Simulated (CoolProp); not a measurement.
Oxygen at 298.15 K and 4.27 MPa is compressed adiabatically to 8.16 MPa with isentropic efficiency 0.9. Each further row changes one setting.

The numbers come from the reference Helmholtz-energy equation of state, Schmidt 1985 in CoolProp.

```csv
case,work (kJ/kg),final temperature (K),final density (kg/m³)
as stated,60.3,?,?
efficiency 1,54.2,?,88.0
efficiency 0.65,83.4,388.7,?
```

Task: Fill in the missing entries.

Result: 
- as stated, final temperature (K): 365.7
- as stated, final density (kg/m³): 86.4
- efficiency 1, final temperature (K): 359.8
- efficiency 0.65, final density (kg/m³): 80.7

Above 300 K oxygen's equation is extrapolated.
